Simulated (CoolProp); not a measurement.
Properties of C3F8 (R218) along the isotherm 440 K.

Model: reference Helmholtz-energy equation of state, Lemmon 2006, in CoolProp. It is a short technical equation, of lower accuracy than the large ones.

```json
[
 {"p (MPa)": "0.0209", "phase": "gas", "density (kg/m³)": "1.075", "Joule-Thomson coefficient (K/MPa)": "4.012", "isothermal compressibility (1/MPa)": "47.90", "viscosity (µPa s)": "18.1", "conductivity (mW/(m K))": "24.8", "fugacity coefficient": "0.9989"},
 {"p (MPa)": "0.0429", "phase": "gas", "density (kg/m³)": "2.210", "Joule-Thomson coefficient (K/MPa)": "4.018", "isothermal compressibility (1/MPa)": "23.36", "viscosity (µPa s)": "18.1", "conductivity (mW/(m K))": "24.8", "fugacity coefficient": "0.9978"},
 {"p (MPa)": "0.088", "phase": "gas", "density (kg/m³)": "4.543", "Joule-Thomson coefficient (K/MPa)": "[?]", "isothermal compressibility (1/MPa)": "11.41", "viscosity (µPa s)": "18.1", "conductivity (mW/(m K))": "24.8", "fugacity coefficient": "0.9956"},
 {"p (MPa)": "0.181", "phase": "gas", "density (kg/m³)": "9.388", "Joule-Thomson coefficient (K/MPa)": "4.056", "isothermal compressibility (1/MPa)": "5.576", "viscosity (µPa s)": "18.1", "conductivity (mW/(m K))": "24.9", "fugacity coefficient": "0.9909"},
 {"p (MPa)": "0.371", "phase": "gas", "density (kg/m³)": "19.43", "Joule-Thomson coefficient (K/MPa)": "4.109", "isothermal compressibility (1/MPa)": "2.748", "viscosity (µPa s)": "18.2", "conductivity (mW/(m K))": "25.0", "fugacity coefficient": "0.9814"},
 {"p (MPa)": "0.762", "phase": "gas", "density (kg/m³)": "40.76", "Joule-Thomson coefficient (K/MPa)": "4.219", "isothermal compressibility (1/MPa)": "1.367", "viscosity (µPa s)": "[?]", "conductivity (mW/(m K))": "25.3", "fugacity coefficient": "[?]"},
 {"p (MPa)": "1.57", "phase": "gas", "density (kg/m³)": "87.88", "Joule-Thomson coefficient (K/MPa)": "4.441", "isothermal compressibility (1/MPa)": "0.6954", "viscosity (µPa s)": "19.0", "conductivity (mW/(m K))": "26.0", "fugacity coefficient": "0.9226"},
 {"p (MPa)": "3.21", "phase": "supercritical", "density (kg/m³)": "198.9", "Joule-Thomson coefficient (K/MPa)": "[?]", "isothermal compressibility (1/MPa)": "0.3756", "viscosity (µPa s)": "21.4", "conductivity (mW/(m K))": "27.9", "fugacity coefficient": "0.8461"},
 {"p (MPa)": "6.6", "phase": "supercritical", "density (kg/m³)": "486.3", "Joule-Thomson coefficient (K/MPa)": "3.643", "isothermal compressibility (1/MPa)": "0.1774", "viscosity (µPa s)": "32.8", "conductivity (mW/(m K))": "32.9", "fugacity coefficient": "0.7124"}
]
```

### Question
Fill in the missing entries.

### Answer

- 0.088, Joule-Thomson coefficient (K/MPa): 4.030
- 0.762, viscosity (µPa s): 18.4
- 0.762, fugacity coefficient: 0.9620
- 3.21, Joule-Thomson coefficient (K/MPa): 4.743

Viscosity comes from a separate model (Huber 2003), an estimate that may be off by 10 % or more. Thermal conductivity comes from a separate model (Huber 2003), an estimate that may be off by 10 % or more.
